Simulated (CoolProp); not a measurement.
Properties of water along the isobar 0.733 MPa.

Model: reference Helmholtz-energy equation of state, Wagner 2002, in CoolProp.

| T (K) | phase | cp (kJ/(kg K)) | speed of sound (m/s) | conductivity (mW/(m K)) | Prandtl number | fugacity coefficient |
|---|---|---|---|---|---|---|
| 393.9 | liquid | 4.243 | 1520 | 683 | 1.43 | (withheld) |
| 428.4 | liquid | 4.321 | 1455 | 680 | 1.12 | 0.7145 |
| 462.9 | gas | 2.315 | 515.7 | 34.6 | 1.04 | (withheld) |
| 497.3 | gas | 2.184 | 538.0 | 37.5 | 0.991 | 0.9691 |
| 531.8 | gas | 2.127 | 558.3 | 40.6 | (withheld) | 0.9764 |
| 566.3 | gas | 2.104 | 577.1 | 44.0 | 0.955 | 0.9816 |
| 600.8 | gas | 2.097 | 594.8 | 47.5 | 0.946 | 0.9854 |
| 635.2 | gas | 2.101 | 611.7 | 51.1 | 0.939 | 0.9882 |
| 669.7 | gas | (withheld) | 627.8 | 54.9 | (withheld) | 0.9903 |

Question: Complete the blanks.

Answer: 
- 393.9, fugacity coefficient: 0.2719
- 462.9, fugacity coefficient: 0.9582
- 531.8, Prandtl number: 0.968
- 669.7, cp (kJ/(kg K)): 2.110
- 669.7, Prandtl number: 0.933

Viscosity comes from a separate model (Huber 2009). Thermal conductivity comes from a separate model (Huber 2012).
